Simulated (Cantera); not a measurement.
Feed: 1 mol n-butane, 0.7 mol CO₂, 27 mol H₂, equilibrated at 9.40 bar.

Cantera equilibrium calculation (NASA polynomials, part measured and part estimated; ideal gas, pure solids and liquids). Candidate condensed phases: C, C₆H₆, C₇H₈, C₈H₁₈, H₂O; 110 gas species. The numbers say what is thermodynamically allowed, not how fast it happens. All values below are at 748 K.

Base state: H₂ 0.777, CH₄ 0.172, H₂O 0.0513 (mole fractions); condensed: gas only.

**Question.** What changes in the equilibrium state with this change: H₂ from 27 to 0.82 mol?

**Answer.** 
| species | before | after |
|---|---|---|
| CH₄ | 0.172 | 0.540 |
| H₂O | 0.0513 | 0.292 |
| H₂ | 0.777 | 0.132 |
| CO₂ | 2.74e-7 | 0.0337 |
| CO | 6.68e-7 | 0.00245 |
| C₂H₆ | 3.62e-7 | 2.10e-5 |
| C(graphite), mol | 0 | 2.47 |
